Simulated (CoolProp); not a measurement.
Vapour-liquid equilibrium of n-hexane (1) + cyclohexane (2) at 402 kPa; x and y are mole fractions of (1).

The numbers come from the multi-fluid Helmholtz-energy mixture model, Thol 2019 and Zhou 2014; pair parameters Bell 2016 in CoolProp.

```tsv
x	bubble temperature (K)	y at the bubble point	dew temperature at overall composition x (K)	liquid density (mol/L)
0.05	406.8	0.069	407.1	7.784
0.15	404.8	0.197	405.5	7.631
0.25	403.1	0.313	404.0	7.481
0.35	401.5	0.420	402.5	7.335
0.45	400.0	0.521	401.0	7.193
0.55	398.6	0.616	399.6	7.054
0.65	397.3	0.706	398.1	6.919
0.75	396.1	0.794	396.7	6.788
0.85	395.0	0.878	395.4	6.661
0.95	393.9	0.960	394.0	6.537
```

No azeotrope shows between x = 0.05 and 0.95.

The pair parameters rest on a limited set of measurements; away from them the model extrapolates.
